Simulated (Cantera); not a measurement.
A perfectly stirred reactor is fed with CH₄ : H₂ : H : H₂O = 0.042 : 1 : 0.1 : 0.045 (molar parts), at 0.260 bar; it is held at 2323 K, and followed from long to short residence time.

Cantera simulation using GRI-Mech 3.0 (53 species, 325 reactions); the numbers are that mechanism's predictions, not measurements.

x: mole fraction; the columns are a selection and need not sum to one.

```json
[
 {"τ (s)": "0.96", "x CH₄": "…", "x H₂": "0.942", "x H": "0.0208", "x C₂H₂": "0.000600", "x CH₃": "7.71e-5", "x C₂H₄": "2.54e-7"},
 {"τ (s)": "0.29", "x CH₄": "…", "x H₂": "0.941", "x H": "0.0208", "x C₂H₂": "0.00140", "x CH₃": "0.000146", "x C₂H₄": "6.48e-7"},
 {"τ (s)": "0.087", "x CH₄": "…", "x H₂": "0.939", "x H": "0.0208", "x C₂H₂": "0.00280", "x CH₃": "0.000268", "x C₂H₄": "1.51e-6"},
 {"τ (s)": "0.026", "x CH₄": "…", "x H₂": "0.936", "x H": "0.0208", "x C₂H₂": "0.00492", "x CH₃": "0.000481", "x C₂H₄": "3.39e-6"},
 {"τ (s)": "0.0078", "x CH₄": "…", "x H₂": "0.931", "x H": "0.0213", "x C₂H₂": "0.00754", "x CH₃": "0.000841", "x C₂H₄": "7.53e-6"},
 {"τ (s)": "0.0023", "x CH₄": "…", "x H₂": "0.925", "x H": "0.0227", "x C₂H₂": "0.00983", "x CH₃": "0.00145", "x C₂H₄": "1.69e-5"},
 {"τ (s)": "0.00070", "x CH₄": "…", "x H₂": "0.919", "x H": "0.0255", "x C₂H₂": "0.0108", "x CH₃": "0.00242", "x C₂H₄": "3.70e-5"},
 {"τ (s)": "0.00021", "x CH₄": "…", "x H₂": "0.911", "x H": "0.0302", "x C₂H₂": "0.0104", "x CH₃": "0.00397", "x C₂H₄": "7.89e-5"}
]
```

Problem. Some entries are withheld; supply them.

Solution. 
- 0.96, x CH₄: 0.000187
- 0.29, x CH₄: 0.000355
- 0.087, x CH₄: 0.000653
- 0.026, x CH₄: 0.00116
- 0.0078, x CH₄: 0.00199
- 0.0023, x CH₄: 0.00321
- 0.00070, x CH₄: 0.00477
- 0.00021, x CH₄: 0.00665
